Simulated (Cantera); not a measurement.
Standard-state values (1 bar) from the NASA 1993 polynomials, evaluated with Cantera. Values are per mole of reaction as written; species without (g) are pure solids or liquids, kept so even where they would boil at 1 bar.

Cl(g) + TiCl3(g) → TiCl4(g)

```tsv
T (K)	ΔH° (kJ)	ΔS° (J/K)	ΔG° (kJ)	log10 K
2175	(withheld)	(withheld)	(withheld)	(withheld)
2325	(withheld)	(withheld)	(withheld)	(withheld)
2475	-345.3	-128.0	-28.3	0.60
2625	-345.1	-128.0	-9.1	0.18
2775	-344.9	-127.9	10.0	-0.19
2925	-344.7	-127.8	29.2	-0.52
```

Q: What belongs in the gaps?

A: 
- 2175, ΔH° (kJ): -345.6
- 2175, ΔS° (J/K): -128.2
- 2175, ΔG° (kJ): -66.8
- 2175, log10 K: 1.60
- 2325, ΔH° (kJ): -345.4
- 2325, ΔS° (J/K): -128.1
- 2325, ΔG° (kJ): -47.6
- 2325, log10 K: 1.07
